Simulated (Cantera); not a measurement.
Charge: 1 mol Cu, 2.5 mol NH3, 210 mol H2, held at 1275 K and 1.30 bar.

Cantera equilibrium calculation (NASA polynomials, part measured and part estimated; ideal gas, pure solids and liquids). Candidate condensed phases: Cu; 11 gas species. The numbers say what is thermodynamically allowed, not how fast it happens.

Base state: H2 0.994, N2 0.00581, NH3 1.35e-5 (mole fractions); condensed: Cu(s).

Task: What changes in the equilibrium state with this change: temperature from 1275 K to 2048 K?

Result: 
```tsv
species	before	after
H2	0.994	0.988
N2	0.00581	0.00578
Cu	6.66e-8	0.00459
H	6.45e-7	0.00195
Cu2	<1e-9	1.99e-5
NH3	1.35e-5	1.80e-6
Cu(s), mol	1.000	0
```
